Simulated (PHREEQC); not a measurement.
# Acid rinse or clean

Make-up at 50 °C: 0.23 mol/kgw HCl, 0.2 mol/kgw FeCl3 and 0.015 mol/kgw KCl. Closed to the air; pH follows from the charge balance.

All values are PHREEQC results (ion-association model, phreeqc.dat), not measurements.

Each row changes one thing in this solution. Precipitation was switched off in this run.

| case | pH | ionic strength (mol/kgw) | Cl- (mol/kgw) | SI of Sylvite (KCl) |
|---|---|---|---|---|
| as made | 0.77 | 0.827 | 0.628 | -3.48 |
| temperature from 50 to 15 °C | 0.76 | 0.795 | 0.605 | -3.30 |
| FeCl3 left out | 0.74 | 0.245 | 0.245 | -3.78 |
| 0.011 mol/kgw HNO3 added | 0.75 | 0.838 | 0.628 | -3.48 |
| HCl from 0.23 to 0.023 mol/kgw | 1.57 | 0.675 | 0.447 | -3.61 |
| HCl from 0.23 to 0.115 mol/kgw | 1.06 | 0.732 | 0.522 | -3.55 |

The ionic strength passes 0.7 mol/kgw, the rough limit of the ion-association models, in as made; temperature from 50 to 15 °C; 0.011 mol/kgw HNO3 added; HCl from 0.23 to 0.115 mol/kgw. Complexes and solids missing from the database can't appear. Some of these states are supersaturated (in Hematite (slow to form), Goethite (slow to form), for instance). Constants without temperature data keep their 25 °C values here.
